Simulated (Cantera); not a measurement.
An isothermal, constant-pressure homogeneous reactor starts with 37.9 % CH₄, 37.5 % H₂O, 24.6 % H₂, at 1475 K and 4.93 atm.

Computed with Cantera and GRI-Mech 3.0 (53 species, 325 reactions).

x: mole fraction; the columns are a selection and need not sum to one.

```csv
t (s),x CH₄,x H₂O,x H₂,x C₂H₆,x H,x C₂H,x C₂H₄
1.00e-6,0.379,0.375,0.246,7.14e-11,4.41e-8,<1e-12,2.04e-12
5.09e-6,0.379,0.375,0.246,9.63e-9,1.71e-7,<1e-12,4.65e-10
2.59e-5,0.379,0.375,0.246,1.11e-6,7.33e-7,<1e-12,6.28e-8
0.000132,0.379,0.375,0.246,3.39e-5,1.37e-6,<1e-12,2.91e-6
0.000669,0.378,0.375,0.247,0.000192,1.58e-6,<1e-12,5.62e-5
0.00341,0.376,0.375,0.248,0.000404,1.84e-6,<1e-12,0.000753
0.0173,0.364,0.372,0.258,0.000410,1.95e-6,2.44e-11,0.00342
0.0881,0.315,0.360,0.300,0.000370,2.37e-6,1.80e-10,0.00959
0.448,0.237,0.337,0.371,0.000422,3.46e-6,4.63e-10,0.0209
2.28,0.226,0.307,0.401,0.000389,3.69e-6,3.74e-10,0.0184
11.6,0.202,0.234,0.474,0.000263,4.01e-6,1.67e-10,0.0106
59.0,(withheld),(withheld),(withheld),(withheld),4.45e-6,4.15e-11,(withheld)
300,(withheld),(withheld),(withheld),(withheld),(withheld),7.13e-12,(withheld)
```

Problem. Fill in the missing entries.

Solution. 
- 59.0, x CH₄: 0.144
- 59.0, x H₂O: 0.144
- 59.0, x H₂: 0.582
- 59.0, x C₂H₆: 0.000109
- 59.0, x C₂H₄: 0.00357
- 300, x CH₄: 0.0782
- 300, x H₂O: 0.0717
- 300, x H₂: 0.680
- 300, x C₂H₆: 2.76e-5
- 300, x H: 4.81e-6
- 300, x C₂H₄: 0.000774
